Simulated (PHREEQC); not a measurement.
A solution holds 140 mmol/kgw HF, 140 mmol/kgw KHF2 and 0.00041 mmol/kgw H4SiO4, at 11 °C. Closed to the air; pH follows from the charge balance.

Equilibrium calculation in PHREEQC: ion-association model, wateq4f.dat.

Precipitation was switched off in this run.

Problem. Estimate the pH.

Solution. pH 2.86.

Problem. In which forms is F present?

Solution. H2F2 29 %, HF 28 %, F- 24 %, HF2- 19 % of the F.

wateq4f.dat counts part of the HF as a dimer, H2F2, which phreeqc.dat doesn't know; its constant is uncertain. Constants without temperature data keep their 25 °C values here. SiF6-2 is the database's only silicon fluoride.
